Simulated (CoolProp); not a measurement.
Vapour-liquid equilibrium of CHF3 (R23) (1) + R143a (2) at 4.24 bar; x and y are mole fractions of (1).

The numbers come from the multi-fluid Helmholtz-energy mixture model, Penoncello 2003 and Lemmon and Jacobsen 2000; pair parameters Bell 2016 in CoolProp.

Give the bubble temperature and the first vapour's composition at x = 0.2, 0.35, 0.65. Is there an azeotrope?

x = 0.2: 248.4 K, y = 0.479; x = 0.35: 240.1 K, y = 0.690; x = 0.65: 228.6 K, y = 0.894. No azeotrope shows between x = 0.05 and 0.95.

Pair parameters are fitted to limited data, so mixtures are less certain than the pure fluids.
